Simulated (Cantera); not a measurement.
Input: 1 mol borazine, 1.3 mol O₂, 15 mol H₂, equilibrated at 0.100 bar.

These are equilibrium values from Cantera (NASA tables, ideal gas, pure condensed phases), not measurements of a reactor. Candidate condensed phases: B, BN, B₂O₃, B₃O₃H₃, H₂O; 39 gas species. The feed counts by its element totals alone. Kinetics and transport are ignored.

### Question
At 1500 °C, list the 4 most abundant gas species with their mole fractions, and the condensed phases.

### Answer
H₂ 0.878, N₂ 0.0479, HBO 0.0332, B₂O₃ 0.0181. Condensed: BN(s).
